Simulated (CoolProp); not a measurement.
A simple Rankine cycle with chloromethane (R40): condensing at 289.15 K, boiler at 1.86 MPa, turbine inlet 495.1 K, turbine efficiency 0.85, pump efficiency 0.6, no recuperator. Each further row changes one setting.

Model: reference Helmholtz-energy equation of state, Thol 2014, in CoolProp.

| case | thermal efficiency (%) | net work (kJ/kg) | heat in (kJ/kg) | turbine exit temperature (K) | volume ratio over the turbine |
|---|---|---|---|---|---|
| as stated | … | 82.3 | 576 | … | 3.54 |
| condensing temperature 281.15 K | 16.2 | … | 589 | 387.2 | … |
| boiler pressure 1.3 MPa | 11.2 | 65.0 | 582 | … | 2.58 |
| turbine efficiency 0.75 | 12.6 | 72.3 | 576 | 412.1 | 3.63 |

Problem. Some entries are withheld; supply them.

Solution. 
- as stated, thermal efficiency (%): 14.3
- as stated, turbine exit temperature (K): 402.1
- condensing temperature 281.15 K, net work (kJ/kg): 95.3
- condensing temperature 281.15 K, volume ratio over the turbine: 4.42
- boiler pressure 1.3 MPa, turbine exit temperature (K): 425.2
